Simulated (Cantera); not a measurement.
**Low-pressure radical oxidation in H2/O2**

An isothermal, constant-pressure homogeneous reactor starts with H2 : O2 = 0.14 : 1 (molar parts), at 1175 K and 940 Pa.

Model: GRI-Mech 3.0 (53 species, 325 reactions), integrated in Cantera. Radical loss at walls, strong at low pressure, is not modelled. The temperature is held fixed by assumption; the heat of reaction is taken as removed at once.

```tsv
t (s)	x H2	x O2	x OH	x HO2	x O	x H2O2	x H2O
0.000500	0.123	0.877	6.17e-8	2.19e-8	1.02e-7	3.02e-11	1.89e-7
0.000861	0.123	0.877	9.39e-7	4.32e-8	1.57e-6	9.29e-11	3.15e-6
0.00148	0.122	0.877	9.66e-5	6.27e-7	0.000162	7.52e-10	0.000329
0.00255	0.0291	0.820	0.0101	4.64e-6	0.0341	3.23e-7	0.0709
0.00439	0.00411	0.800	0.00649	4.89e-6	0.0562	1.34e-7	0.0993
0.00755	0.00362	0.807	0.00613	4.92e-6	0.0518	1.34e-7	0.103
0.0130	0.00316	0.817	0.00575	4.96e-6	0.0438	1.43e-7	0.108
0.0224	0.00247	0.830	0.00512	4.92e-6	0.0330	1.56e-7	0.114
0.0385	0.00162	0.845	0.00416	4.66e-6	0.0209	1.67e-7	0.121
0.0662	0.000833	0.857	0.00299	3.98e-6	0.0105	1.67e-7	0.126
0.114	0.000339	0.864	0.00191	2.89e-6	0.00423	1.45e-7	0.129
0.196	0.000120	0.867	0.00114	1.72e-6	0.00149	1.08e-7	0.130
0.338	4.07e-5	0.868	0.000665	8.72e-7	0.000508	7.13e-8	0.130
0.581	1.45e-5	0.869	0.000398	4.03e-7	0.000182	4.37e-8	0.131
1.00	5.55e-6	0.869	0.000248	1.83e-7	7.01e-5	2.60e-8	0.131
```
x: mole fraction; the columns are a selection and need not sum to one.

Equilibrium at this temperature and pressure: H2 1.09e-8, O2 0.869, OH 1.11e-5, HO2 1.04e-8, O 1.41e-7, H2O2 2.25e-10, H2O 0.131 (gas phase only).
